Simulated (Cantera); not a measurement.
## Adiabatic ignition

An adiabatic, constant-pressure homogeneous reactor starts with H₂ : O₂ : N₂ : H₂O : NO = 1 : 0.455 : 1.71 : 0.099 : 0.012 (molar parts), at 1175 K and 3750 Torr.

Model: GRI-Mech 3.0 (53 species, 325 reactions), integrated in Cantera. The hydrogen kinetics of GRI-Mech 3.0 are dated; newer H2 mechanisms differ, most at raised pressure. The mechanism lacks 2 NO + O2 → 2 NO2 and HONO, so NO2 and the effect of NO are under-described below about 1400 K.

```
t (s)     T (K)    x H₂     x O₂   x H₂O     x HO₂     x OH
--------  -----  ------  -------  ------  --------  -------
8.00e-6    1175   0.305    0.139  0.0302   3.88e-6  1.87e-7
1.89e-5    1415   0.256    0.116  0.0773  0.000321  0.00187
4.45e-5    2832  0.0496  0.00593   0.317   5.83e-6   0.0183
0.000105   2842  0.0490  0.00558   0.319   5.49e-6   0.0179
0.000247   2841  0.0492  0.00549   0.318   5.42e-6   0.0177
0.000583   2840  0.0494  0.00541   0.318   5.34e-6   0.0176
0.00137    2839  0.0494  0.00538   0.318   5.32e-6   0.0176
0.00324    2839  0.0494  0.00538   0.318   5.31e-6   0.0176
0.00763    2839  0.0494  0.00538   0.318   5.31e-6   0.0176
0.0180     2839  0.0494  0.00538   0.318   5.31e-6   0.0176
0.0424     2839  0.0494  0.00538   0.318   5.31e-6   0.0176
0.100      2839  0.0494  0.00538   0.318   5.31e-6   0.0176
```
x: mole fraction; the columns are a selection and need not sum to one.

* **time of steepest temperature rise**: 19.5 µs
* **temperature at 0.100 s**: 2839 K
* **equilibrium temperature**: 2839 K
* **x(H₂) at 0.100 s**: 0.0494 (gas-phase equilibrium 0.0494)
* **x(O₂) at 0.100 s**: 0.00538 (gas-phase equilibrium 0.00538)
* **x(H₂O) at 0.100 s**: 0.318 (gas-phase equilibrium 0.318)
